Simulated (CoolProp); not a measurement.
R1233zd(E) along the isobar 1.84 MPa: Z from the reference equation and from simpler models built on Tc = 165.7 °C, pc = 3.583 MPa, ω = 0.304; each cubic takes its own stable root.

Computed with CoolProp (reference Helmholtz-energy equation of state, Akasaka 2022).

```json
[
 {"T (°C)": "82.85", "phase": "liquid", "reference": "0.07283"},
 {"T (°C)": "91.45", "phase": "liquid", "reference": "0.07291"},
 {"T (°C)": "99.95", "phase": "liquid", "reference": "0.07321"},
 {"T (°C)": "108.55", "phase": "liquid", "reference": "0.07380"},
 {"T (°C)": "117.05", "phase": "liquid", "reference": "0.07475"},
 {"T (°C)": "125.55", "phase": "liquid", "reference": "0.07627"},
 {"T (°C)": "134.15", "phase": "gas", "reference": "0.6942"},
 {"T (°C)": "142.65", "phase": "gas", "reference": "0.7264"},
 {"T (°C)": "151.25", "phase": "gas", "reference": "0.7531"},
 {"T (°C)": "159.75", "phase": "gas", "reference": "0.7753"},
 {"T (°C)": "168.35", "phase": "gas", "reference": "0.7947"},
 {"T (°C)": "176.85", "phase": "gas", "reference": "0.8113"}
]
```

Question: How far does each simpler model (van der Waals, Peng-Robinson) lie from the reference over these 12 states: mean and median of the absolute difference, and the worst?

Answer: 
- van der Waals: mean 241.0 %, median 40.2 %, worst +891.0 % at 125.55 °C and 1.84 MPa
- Peng-Robinson: mean 1.5 %, median 1.1 %, worst +5.5 % at 125.55 °C and 1.84 MPa

At some of these states van der Waals gives the other phase, because its saturation line lies elsewhere.
